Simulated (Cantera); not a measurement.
What does this Cantera script print?

```python
import numpy as np
import cantera as ct

gas_names = """
    B BCL BCL2 BCL3 BH BH2 BH3 B2 CL CL2 H HCL H2
""".split()
cond_names = """
    B(b) B(L)
""".split()


# ... load() reads the species with a 1 bar reference pressure and builds the phases ...
atoms = {
    'B': {'B': 1},
    'Cl2': {'CL': 2},
    'H2': {'H': 2},
}
top_T = {}  # K; cautious upper limits of use, not melting points


# ... equilibrate(T, P, feed) seeds the gas with the atoms and calls Mixture.equilibrate('TP', solver="vcs", rtol=1e-11, max_steps=5000) ...
results = []
feed = {'B': 1, 'Cl2': 1.8, 'H2': 2.8}  # mol
T = 900  # K
P = 101325  # Pa
mix = equilibrate(T, P, feed)
results.append((T, P, feed, dict(zip(mix.species_names, mix.species_moles))))
x = sorted(zip(gas.X, gas.species_names), reverse=True)
print(f"T = {T:g} K  P = {P:g} Pa  gas = {mix.phase_moles(0):.4g} mol")
print("   x: " + "  ".join(f"{s} {v:.3e}" for v, s in x if v > 1e-06))
print("   condensed (mol): " + ("  ".join(f"{mix.phase(i).name} {mix.phase_moles(i):.4g}"
      for i in range(1, mix.n_phases) if mix.phase_moles(i) > 1e-12) or "none"))
```

It prints:

```
T = 900 K  P = 101325 Pa  gas = 4.1 mol
   x: H2 6.098e-01  BCL3 2.439e-01  HCL 1.463e-01
   condensed (mol): none
```

Cantera equilibrium calculation (NASA polynomials, part measured and part estimated; ideal gas, pure solids and liquids). Gases not in the tables: BHCl2.
